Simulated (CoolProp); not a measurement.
Vapour-liquid equilibrium of CH2F2 (R32) (1) + R152A (2) at 23 kPa; x and y are mole fractions of (1).

Model: multi-fluid Helmholtz-energy mixture model, Tillner-Roth 1997 and Outcalt 1996; pair parameters Bell 2016, in CoolProp.

Problem. Give the bubble temperature and the first vapour's composition at x = 0.05, 0.55, 0.95. Is there an azeotrope?

Solution. x = 0.05: -55.7 °C, y = 0.188; x = 0.55: -70.5 °C, y = 0.848; x = 0.95: -76.4 °C, y = 0.988. No azeotrope shows between x = 0.05 and 0.95.

The pair parameters rest on a limited set of measurements; away from them the model extrapolates.
